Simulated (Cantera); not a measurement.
A perfectly stirred reactor is fed with H₂ : O₂ : N₂ = 1 : 0.357 : 1.34 (molar parts), at 1000000 Pa; it is adiabatic with a 600 K inlet, and is followed from long to short residence time, starting on the burning branch (τ in s: 0.073, 0.03, 0.012, 0.005, 0.002, 0.00083, 0.00034, 0.00014, 5.7e-05).

Detailed kinetics in Cantera: the H2/O2 subset of GRI-Mech 3.0, which has no nitrogen chemistry. The hydrogen kinetics of GRI-Mech 3.0 are dated; newer H2 mechanisms differ, most at raised pressure.

Question: What does this change do: inlet temperature 600 to 750 K?

Answer: 
| quantity | before | after |
|---|---|---|
| blow-out, bracketed by the residence times tried | burning at 57.0 µs, the shortest tried | burning at 57.0 µs, the shortest tried |
| x(H₂) at τ = 73.0 ms | 0.121 | 0.121 |
| x(O₂) at τ = 73.0 ms | 3.27e-5 | 7.85e-5 |
| x(H) at τ = 73.0 ms | 0.00319 | 0.00490 |
| x(OH) at τ = 73.0 ms | 0.00170 | 0.00292 |
| x(H₂O₂) at τ = 73.0 ms | 4.00e-8 | 7.78e-8 |
| x(H₂) at τ = 2.00 ms | 0.121 | 0.121 |
| x(O₂) at τ = 2.00 ms | 0.000126 | 0.000150 |
| x(H) at τ = 2.00 ms | 0.00404 | 0.00549 |
| x(OH) at τ = 2.00 ms | 0.00213 | 0.00324 |
| x(H₂O₂) at τ = 2.00 ms | 7.44e-8 | 1.04e-7 |

Question: What does this change do: pressure from 1000000 Pa to 210000 Pa?

Answer: 
| quantity | before | after |
|---|---|---|
| blow-out, bracketed by the residence times tried | burning at 57.0 µs, the shortest tried | burning at 57.0 µs, the shortest tried |
| x(H₂) at τ = 73.0 ms | 0.121 | 0.120 |
| x(O₂) at τ = 73.0 ms | 3.27e-5 | 0.000123 |
| x(H) at τ = 73.0 ms | 0.00319 | 0.00636 |
| x(OH) at τ = 73.0 ms | 0.00170 | 0.00327 |
| x(H₂O₂) at τ = 73.0 ms | 4.00e-8 | 3.45e-8 |
| x(H₂) at τ = 2.00 ms | 0.121 | 0.119 |
| x(O₂) at τ = 2.00 ms | 0.000126 | 0.000550 |
| x(H) at τ = 2.00 ms | 0.00404 | 0.0122 |
| x(OH) at τ = 2.00 ms | 0.00213 | 0.00582 |
| x(H₂O₂) at τ = 2.00 ms | 7.44e-8 | 9.75e-8 |
